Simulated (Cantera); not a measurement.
A perfectly stirred reactor is fed with 0.413 % H2, 99.6 % O2, at 10.00 Torr; it is held at 1075 K, and followed from long to short residence time.

Detailed kinetics in Cantera: the H2/O2 subset of GRI-Mech 3.0, which has no nitrogen chemistry. Radical loss at walls, strong at low pressure, is not modelled.

Problem. Predict: x(H2) at τ = 3.90 s; x(O2) at τ = 3.90 s; x(HO2) at τ = 3.90 s; x(H) at τ = 3.90 s; x(OH) at τ = 3.90 s; x(H2) at τ = 62.0 ms; x(O2) at τ = 62.0 ms; x(HO2) at τ = 62.0 ms; x(H) at τ = 62.0 ms; x(OH) at τ = 62.0 ms.

Solution. 
| Property | Result |
|---|---|
| x(H2) at τ = 3.90 s | 2.64e-5 |
| x(O2) at τ = 3.90 s | 0.995 |
| x(HO2) at τ = 3.90 s | 2.83e-7 |
| x(H) at τ = 3.90 s | 5.44e-6 |
| x(OH) at τ = 3.90 s | 8.70e-5 |
| x(H2) at τ = 62.0 ms | 0.000335 |
| x(O2) at τ = 62.0 ms | 0.993 |
| x(HO2) at τ = 62.0 ms | 1.06e-6 |
| x(H) at τ = 62.0 ms | 0.000116 |
| x(OH) at τ = 62.0 ms | 0.000358 |
